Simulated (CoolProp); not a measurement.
Vapour-liquid equilibrium of cyclohexane (1) + n-nonane (2) at 1.13 MPa; x and y are mole fractions of (1).

Values from CoolProp's multi-fluid Helmholtz-energy mixture model, Zhou 2014 and Lemmon 2006; pair parameters Bell 2016.

```json
[
 {"x": "0.05", "bubble temperature, mixture model (K)": "540.1", "bubble temperature, Raoult's law (K)": "538.3", "y, mixture model": "0.097", "y, Raoult's law": "0.149"},
 {"x": "0.15", "bubble temperature, mixture model (K)": "529.7", "bubble temperature, Raoult's law (K)": "525.5", "y, mixture model": "0.276", "y, Raoult's law": "0.379"},
 {"x": "0.25", "bubble temperature, mixture model (K)": "520.0", "bubble temperature, Raoult's law (K)": "514.4", "y, mixture model": "0.429", "y, Raoult's law": "0.544"},
 {"x": "0.35", "bubble temperature, mixture model (K)": "510.7", "bubble temperature, Raoult's law (K)": "504.7", "y, mixture model": "0.560", "y, Raoult's law": "0.667"},
 {"x": "0.45", "bubble temperature, mixture model (K)": "501.9", "bubble temperature, Raoult's law (K)": "496.1", "y, mixture model": "0.670", "y, Raoult's law": "0.758"},
 {"x": "0.55", "bubble temperature, mixture model (K)": "493.6", "bubble temperature, Raoult's law (K)": "488.5", "y, mixture model": "0.761", "y, Raoult's law": "0.829"},
 {"x": "0.65", "bubble temperature, mixture model (K)": "485.8", "bubble temperature, Raoult's law (K)": "481.6", "y, mixture model": "0.837", "y, Raoult's law": "0.883"},
 {"x": "0.75", "bubble temperature, mixture model (K)": "478.4", "bubble temperature, Raoult's law (K)": "475.5", "y, mixture model": "0.898", "y, Raoult's law": "0.926"},
 {"x": "0.85", "bubble temperature, mixture model (K)": "471.6", "bubble temperature, Raoult's law (K)": "469.9", "y, mixture model": "0.946", "y, Raoult's law": "0.961"},
 {"x": "0.95", "bubble temperature, mixture model (K)": "465.3", "bubble temperature, Raoult's law (K)": "464.8", "y, mixture model": "0.984", "y, Raoult's law": "0.988"}
]
```

The largest gap from Raoult's law is +6.0 K in bubble temperature, at x = 0.35. No azeotrope shows between x = 0.05 and 0.95.

Pair parameters are fitted to limited data, so mixtures are less certain than the pure fluids.
